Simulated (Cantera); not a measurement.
A diamond (100) surface in a fixed gas of H2 with x(CH4) = 0.021, x(CH3) = 0.0014, at 950 K, 29000 Pa; coverages are run to steady state.

Model: the Harris–Goodwin 1993 mechanism for the reconstructed diamond (100) surface, integrated in Cantera.

θ: site fractions in the mechanism's names (c6HH fully hydrogenated, c6H* and c6*H radical sites, c6** diradical, c6HM methylated).

| x(H) | growth (µm/h) | θ c6HH | θ c6H* | θ c6*H | θ c6** | θ c6HM |
|---|---|---|---|---|---|---|
| 0.0001 | 11.9 | 0.0877 | 0.00146 | 0.0346 | 0.000139 | 0.673 |
| 0.00022 | 23.8 | 0.138 | 0.00262 | 0.0621 | 0.000444 | 0.612 |
| 0.00048 | 44.1 | 0.216 | 0.00440 | 0.104 | 0.00115 | 0.518 |
| 0.001 | 71.2 | 0.313 | 0.00663 | 0.157 | 0.00226 | 0.400 |
| 0.0023 | 106 | 0.430 | 0.00938 | 0.221 | 0.00379 | 0.258 |
| 0.005 | (withheld) | (withheld) | (withheld) | (withheld) | (withheld) | (withheld) |
| 0.011 | 151 | 0.580 | 0.0133 | 0.301 | 0.00591 | 0.0767 |
| 0.024 | 161 | 0.612 | 0.0147 | 0.318 | 0.00646 | 0.0376 |
| 0.052 | 168 | 0.628 | (withheld) | 0.325 | 0.00688 | (withheld) |

### Question
What belongs in the gaps?

### Answer

- 0.005, growth (µm/h): 133
- 0.005, θ c6HH: 0.520
- 0.005, θ c6H*: 0.0116
- 0.005, θ c6*H: 0.269
- 0.005, θ c6**: 0.00504
- 0.005, θ c6HM: 0.149
- 0.052, θ c6H*: 0.0167
- 0.052, θ c6HM: 0.0180
